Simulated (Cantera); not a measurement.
Input: 1 mol AlI3, 0.96 mol H2O, 6.9 mol N2, equilibrated at 0.0680 bar.

Method: chemical equilibrium by Gibbs-energy minimisation in Cantera with the NASA 1993 tables (ideal gas, pure condensed phases). Candidate condensed phases: Al, AlI3, AlN, Al2O3, H2O, I2; 41 gas species. Mutual solubility and eutectic melting of coexisting phases are not modelled. Kinetics and transport are ignored.

Problem. Which condensed phases are stable at each of these points (T (K)): 950, 1025, 1100, 1175, 1250, 1325, 1400, 1475, 1550, 1625, 1700?

Solution. 
```
T (K)   condensed phases  Al condensed (%)
-----  -----------------  ----------------
950             Al2O3(s)              64.0
1025            Al2O3(s)              64.0
1100            Al2O3(s)              64.0
1175            Al2O3(s)              64.0
1250   AlN(s) + Al2O3(s)              68.1
1325   AlN(s) + Al2O3(s)              75.6
1400   AlN(s) + Al2O3(s)              82.8
1475   AlN(s) + Al2O3(s)              87.9
1550   AlN(s) + Al2O3(s)              89.2
1625   AlN(s) + Al2O3(s)              84.2
1700   AlN(s) + Al2O3(s)              69.4
```

From 950 K to 1175 K the condensed part is Al2O3(s). From 1250 K to 1700 K the condensed part is AlN(s) + Al2O3(s).
